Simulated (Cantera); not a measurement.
A closed system holds: 1 mol SiCl4, 0.82 mol O2, 9.2 mol H2, held at 1798 K and 0.133 bar.

Cantera equilibrium calculation (NASA polynomials, part measured and part estimated; ideal gas, pure solids and liquids). Candidate condensed phases: H2O, Si, SiO2; 30 gas species. The tables' values for SiCl3 are old estimates; treat these amounts as uncertain. The tables hold silica as quartz up to 1696 K and as liquid above; real silica turns to tridymite and cristobalite and melts near 1996 K. The numbers say what is thermodynamically allowed, not how fast it happens.

Base state: H2 0.630, HCl 0.340, SiO 0.0241, SiCl2 0.00348, H 0.000766, H2O 0.000413, Cl 0.000316, SiCl3 0.000277 (mole fractions); condensed: SiO2(condensed).

Q: What changes in the equilibrium state with this change: O2 from 0.82 to 18 mol?

A: 
```json
[
 {"species": "O2", "before": "<1e-9", "after": "0.538"},
 {"species": "H2O", "before": "0.000413", "after": "0.298"},
 {"species": "HCl", "before": "0.340", "after": "0.147"},
 {"species": "H2", "before": "0.630", "after": "5.87e-5"},
 {"species": "SiO", "before": "0.0241", "after": "3.12e-9"},
 {"species": "Cl", "before": "0.000316", "after": "0.0142"},
 {"species": "SiCl2", "before": "0.00348", "after": "<1e-9"},
 {"species": "SiCl3", "before": "0.000277", "after": "<1e-9"},
 {"species": "O", "before": "<1e-9", "after": "0.000240"},
 {"species": "SiO2(condensed), mol", "before": "0.679", "after": "1.000"}
]
```
Gases not in the tables: Si(OH)4.

Q: What changes in the equilibrium state with this change: O2 from 0.82 to 0.15 mol?

A: 
```json
[
 {"species": "H2", "before": "0.630", "after": "0.689"},
 {"species": "HCl", "before": "0.340", "after": "0.223"},
 {"species": "SiCl2", "before": "0.00348", "after": "0.0576"},
 {"species": "SiO", "before": "0.0241", "after": "0.0261"},
 {"species": "H2O", "before": "0.000413", "after": "1.16e-5"},
 {"species": "SiCl", "before": "1.94e-6", "after": "5.12e-5"},
 {"species": "SiH2Cl2", "before": "1.39e-6", "after": "2.51e-5"},
 {"species": "SiHCl3", "before": "1.65e-5", "after": "0.000179"},
 {"species": "SiCl3", "before": "0.000277", "after": "0.00287"},
 {"species": "SiO2(condensed), mol", "before": "0.679", "after": "0"}
]
```
The tables' values for SiCl3, SiCl are old estimates; treat these amounts as uncertain.
